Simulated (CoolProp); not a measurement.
Vapour-liquid equilibrium of R13 (1) + R11 (2) at 0.206 MPa; x and y are mole fractions of (1).

The numbers come from the multi-fluid Helmholtz-energy mixture model, Platzer 1990 and Jacobsen 1992; pair parameters Bell 2016 in CoolProp. This equation is an older, rougher fit; its heat capacities, sound speeds and derivatives of the liquid may be far off and weren't checked against measurements.

Question: Give the bubble temperature and the first vapour's composition at x = 0.2, 0.65, 0.95. Is there an azeotrope?

Answer: x = 0.2: -37.3 °C, y = 0.973; x = 0.65: -59.6 °C, y = 0.996; x = 0.95: -65.9 °C, y = 0.999. No azeotrope shows between x = 0.05 and 0.95.

The pair parameters rest on a limited set of measurements; away from them the model extrapolates. With so large a gap from Raoult's law the liquid may split in two, which this calculation doesn't test in full.
